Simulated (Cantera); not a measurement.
A closed system holds: 1 mol Pb, 3 mol O₂, a varied amount of H₂, held at 902 °C and 1.80 mbar.

These are equilibrium values from Cantera (NASA tables, ideal gas, pure condensed phases), not measurements of a reactor. Candidate condensed phases: H₂O, Pb, PbO, PbO₂, Pb₃O₄; 12 gas species. The numbers say what is thermodynamically allowed, not how fast it happens.

Task: At 1.6 mol H₂, list the 4 most abundant gas species with their mole fractions, and the condensed phases.

Result: O₂ 0.504, H₂O 0.474, PbO 0.0224, Pb 0.000224. Condensed: PbO(l).
